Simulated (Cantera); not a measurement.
Charge: 1 mol Si3N4, 0.21 mol C, 0.1 mol N2, equilibrated at 2600 K and 750 Torr.

Equilibrium computed with Cantera from the NASA thermochemical tables; the gas is ideal and each condensed phase is pure. Candidate condensed phases: C, Si, SiC, Si3N4; 20 gas species. Mutual solubility and eutectic melting of coexisting phases are not modelled. The tables' values for SiN are old estimates; treat these amounts as uncertain. Rates play no part.

Base state: N2 0.986, Si 0.00974, Si2C 0.00178, SiN 0.000843, Si2N 0.000701, SiC2 0.000300, Si2 0.000300, CN 6.83e-5 (mole fractions); condensed: Si(l) + SiC(s).

What changes in the equilibrium state with this change: temperature from 2600 K to 2025 K?


```json
[
 {"species": "N2", "before": "0.986", "after": "1.000"},
 {"species": "Si", "before": "0.00974", "after": "2.17e-5"},
 {"species": "SiN", "before": "0.000843", "after": "5.32e-6"},
 {"species": "Si2C", "before": "0.00178", "after": "6.60e-7"},
 {"species": "SiC2", "before": "0.000300", "after": "2.62e-8"},
 {"species": "Si3", "before": "4.99e-5", "after": "7.01e-9"},
 {"species": "Si2", "before": "0.000300", "after": "8.88e-8"},
 {"species": "CN", "before": "6.83e-5", "after": "1.26e-7"},
 {"species": "Si2N", "before": "0.000701", "after": "2.54e-6"},
 {"species": "Si(l), mol", "before": "2.76", "after": "0"},
 {"species": "SiC(s), mol", "before": "0.205", "after": "0.210"},
 {"species": "Si3N4(s), mol", "before": "0", "after": "0.930"}
]
```

What changes in the equilibrium state with this change: temperature from 2600 K to 2373.15 K?


| species | before | after |
|---|---|---|
| N2 | 0.986 | 0.998 |
| Si | 0.00974 | 0.00175 |
| SiN | 0.000843 | 0.000215 |
| Si2C | 0.00178 | 0.000177 |
| SiC2 | 0.000300 | 9.41e-6 |
| C2N2 | 1.23e-5 | 1.06e-6 |
| CN | 6.83e-5 | 5.93e-6 |
| Si(l), mol | 2.76 | 2.78 |
| SiC(s), mol | 0.205 | 0.210 |

What changes in the equilibrium state with this change: pressure from 750 Torr to 7.50 Torr?


```tsv
species	before	after
Si	0.00974	0.522
N2	0.986	0.428
Si2C	0.00178	0.0309
C	1.87e-7	1.13e-5
SiC	2.18e-6	7.06e-5
Si2	0.000300	0.00858
SiC2	0.000300	0.00587
Si3	4.99e-5	0.000766
Si(l), mol	2.76	0
SiC(s), mol	0.205	0
```
